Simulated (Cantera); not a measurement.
Input (Python, Cantera) and output of one run.

```python
import numpy as np
import cantera as ct

gas_names = """
    H HNO HNO2 HNO3 HO2 H2 H2O H2O2 N NH NH2 NH3 NH2OH NO NO2 NO3 N2 N2H2 N2H4 N2O O OH O2 O3 Si SiH
    SiH2 SiH3 SiH4 SiN SiO SiO2 Si2 Si2N Si3
""".split()
cond_names = """
    H2O(s) H2O(L) Si(cr) Si(L) SiO2(Lqz) SiO2(hqz) SiO2(L) Si2N2O(s) Si3N4(a)
""".split()


def load(file, names, dense=False):
    # The tables refer to 1 bar. Condensed volumes are neglected.
    table = {s.name: s for s in ct.Species.list_from_file(file)}
    out = []
    for n in names:
        d = dict(table[n].input_data)
        d["thermo"] = dict(d["thermo"], **{"reference-pressure": 1e5})
        if dense:
            d["equation-of-state"] = {"model": "constant-volume", "density": "1e6 g/cm^3"}
        out.append(ct.Species.from_dict(d))
    return out


gas = ct.Solution(thermo="ideal-gas", species=load("nasa_gas.yaml", gas_names))
cond = {s.name: ct.Solution(thermo="fixed-stoichiometry", species=[s], name=s.name)
        for s in load("nasa_condensed.yaml", cond_names, dense=True)}
atoms = {
    'Si2H6': {'Si': 2, 'H': 6},
    'NO': {'N': 1, 'O': 1},
}
top_T = {'Si2N2O(s)': 2100, 'Si3N4(a)': 2400}  # K; cautious upper limits of use, not melting points


def equilibrate(T, P, feed):
    n = {}
    for name, mol in feed.items():
        for a, k in atoms[name].items():
            n[a] = n.get(a, 0.0) + k * mol
    gas.TPX = T, P, n
    mass = sum(n.values()) * gas.mean_molecular_weight
    gas.equilibrate("TP")
    valid = [c for c in cond.values() if c.min_temp <= T <= top_T.get(c.name, c.max_temp)]
    mix = ct.Mixture([(gas, mass / gas.mean_molecular_weight)] + [(c, 0.0) for c in valid])
    mix.T, mix.P = T, P
    mix.equilibrate("TP", solver="vcs", rtol=1e-11, max_steps=5000)
    return mix


results = []
feed = {'Si2H6': 1, 'NO': 0.2}  # mol
P = 6.1  # Pa
for T in [1700, 1725, 1750, 1775, 1800, 1825, 1850, 1875, 1900]:
    mix = equilibrate(T, P, feed)
    results.append((T, P, feed, dict(zip(mix.species_names, mix.species_moles))))

top = {s: max(r[3][s] / sum(r[3][g] for g in gas_names) for r in results) for s in gas_names}
cols = sorted((s for s in top if top[s] > 0.001), key=lambda s: -top[s])[:8]
seen = [c for c in cond_names if any(r[3].get(c, 0) > 1e-12 for r in results)]
print("log10 of partial pressures in bar; condensed amounts in mol")
print(f"{'T/K':>10s}" + "".join(f"{s[:9]:>10s}" for s in cols + seen))
for T, P, feed, n in results:
    ng = sum(n[g] for g in gas_names)
    print(f"{T:10.4g}" + "".join(f"{np.log10(max(n[s] / ng * P / 1e5, 1e-99)):10.3f}" for s in cols)
          + "".join(f"{n.get(c, 0):10.4g}" for c in seen))
```

Output:

```
log10 of partial pressures in bar; condensed amounts in mol
       T/K        H2        Si         H       SiO        N2       Si2       SiH     Si(L)
      1700    -4.269    -6.168    -5.966    -5.441    -5.742    -8.527    -8.113     1.761
      1725    -4.274    -5.993    -5.868    -5.444    -5.746    -8.315    -7.975     1.742
      1750    -4.280    -5.824    -5.774    -5.449    -5.751    -8.110    -7.842     1.713
      1775    -4.289    -5.659    -5.683    -5.456    -5.757    -7.911    -7.714     1.671
      1800    -4.300    -5.498    -5.596    -5.465    -5.767    -7.717    -7.591     1.609
      1825    -4.316    -5.342    -5.514    -5.478    -5.780    -7.529    -7.474     1.519
      1850    -4.337    -5.191    -5.437    -5.496    -5.798    -7.346    -7.363     1.385
      1875    -4.367    -5.043    -5.367    -5.521    -5.824    -7.168    -7.259     1.181
      1900    -4.408    -4.899    -5.304    -5.557    -5.860    -6.994    -7.165    0.8643
```

Cantera equilibrium calculation (NASA polynomials, part measured and part estimated; ideal gas, pure solids and liquids). The feed counts by its element totals alone. The tables' values for SiN are old estimates; treat these amounts as uncertain. Gases not in the tables: Si2H6 and higher silanes.
